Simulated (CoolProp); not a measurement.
Saturated liquid density (kg/m³) of R236EA: the reference equation beside estimates from Tc = 412.4 K, pc = 3414 kPa, ω = 0.368. Rackett uses Z = 0.29056 − 0.08775 ω.

Values from CoolProp's reference Helmholtz-energy equation of state, Rui 2013.

```tsv
T (K)	reference	Rackett	van der Waals	Redlich-Kwong	Soave-Redlich-Kwong	Peng-Robinson
284.3	1469	1545	871.9	1267	1341	1517
287	1461	1536	867.0	1258	1333	1508
289.8	1453	1527	861.9	1249	1324	1499
292.5	1444	1517	856.9	1240	1316	1490
295.3	1435	1508	851.7	1231	1307	1480
298	1427	1498	846.6	1222	1299	1471
300.8	1418	1488	841.2	1212	1289	1460
303.5	1409	1479	835.9	1203	1280	1451
306.2	1400	1469	830.6	1193	1271	1440
309	1391	1459	825.0	1183	1261	1430
311.7	1382	1449	819.5	1173	1252	1419
314.5	1372	1438	813.7	1163	1242	1408
317.2	1363	1428	808.0	1153	1232	1397
319.9	1354	1418	802.3	1142	1221	1385
```

Absolute difference from the reference over all 14 rows, mean and median: Rackett 5.0 and 5.0 %, van der Waals 40.7 and 40.7 %, Redlich-Kwong 14.6 and 14.6 %, Soave-Redlich-Kwong 9.2 and 9.1 %, Peng-Robinson 2.9 and 3.0 %.
